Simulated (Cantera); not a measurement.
A closed system holds: 1 mol SiC, 0.12 mol H₂, at 1500 K and 0.00290 bar.

Cantera equilibrium calculation (NASA polynomials, part measured and part estimated; ideal gas, pure solids and liquids). Candidate condensed phases: C, C₆H₆, C₇H₈, C₈H₁₈, Si, SiC; 87 gas species. Rates play no part.

What is the equilibrium state?


```
Property                                    Result
--------------------------------------  ----------
x(H₂)                                        1.000
x(H)                                      0.000327
n(SiC(s))                                 1.00 mol
gas amount                              0.1200 mol
log10 activity of Si(s) (absent)             -0.98
log10 activity of C(graphite) (absent)       -1.16
```
